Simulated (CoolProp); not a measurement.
R1234ze(E) along the isotherm 140.45 °C: Z from the reference equation and from simpler models built on Tc = 109.4 °C, pc = 36.35 bar, ω = 0.313; each cubic takes its own stable root.

Model: reference Helmholtz-energy equation of state, Thol 2016, in CoolProp.

```json
[
 {"p (bar)": "0.474", "phase": "gas", "reference": "0.9965", "van der Waals": "0.9968", "Soave-Redlich-Kwong": "0.9966", "Peng-Robinson": "0.9962"},
 {"p (bar)": "0.766", "phase": "gas", "reference": "0.9943", "van der Waals": "0.9948", "Soave-Redlich-Kwong": "0.9945", "Peng-Robinson": "0.9938"},
 {"p (bar)": "1.24", "phase": "gas", "reference": "0.9908", "van der Waals": "0.9916", "Soave-Redlich-Kwong": "0.9912", "Peng-Robinson": "0.9899"},
 {"p (bar)": "2", "phase": "gas", "reference": "0.9851", "van der Waals": "0.9864", "Soave-Redlich-Kwong": "0.9857", "Peng-Robinson": "0.9838"},
 {"p (bar)": "3.23", "phase": "gas", "reference": "0.9758", "van der Waals": "0.9778", "Soave-Redlich-Kwong": "0.9768", "Peng-Robinson": "0.9737"},
 {"p (bar)": "5.22", "phase": "gas", "reference": "0.9606", "van der Waals": "___", "Soave-Redlich-Kwong": "___", "Peng-Robinson": "0.9572"},
 {"p (bar)": "8.44", "phase": "gas", "reference": "0.9357", "van der Waals": "0.9403", "Soave-Redlich-Kwong": "0.9381", "Peng-Robinson": "0.9302"},
 {"p (bar)": "13.6", "phase": "gas", "reference": "___", "van der Waals": "0.9005", "Soave-Redlich-Kwong": "0.8981", "Peng-Robinson": "0.8856"},
 {"p (bar)": "22", "phase": "gas", "reference": "0.8225", "van der Waals": "0.8287", "Soave-Redlich-Kwong": "0.8287", "Peng-Robinson": "0.8094"},
 {"p (bar)": "35.6", "phase": "gas", "reference": "0.6885", "van der Waals": "0.6801", "Soave-Redlich-Kwong": "0.7009", "Peng-Robinson": "0.6730"},
 {"p (bar)": "57.5", "phase": "supercritical", "reference": "___", "van der Waals": "0.4126", "Soave-Redlich-Kwong": "0.4743", "Peng-Robinson": "0.4449"},
 {"p (bar)": "92.8", "phase": "supercritical", "reference": "0.4109", "van der Waals": "0.5263", "Soave-Redlich-Kwong": "0.4805", "Peng-Robinson": "0.4396"},
 {"p (bar)": "150", "phase": "supercritical", "reference": "0.5693", "van der Waals": "0.7527", "Soave-Redlich-Kwong": "0.6369", "Peng-Robinson": "0.5774"}
]
```

What belongs in the gaps?


- 5.22, van der Waals: 0.9638
- 5.22, Soave-Redlich-Kwong: 0.9622
- 13.6, reference: 0.8943
- 57.5, reference: 0.4193
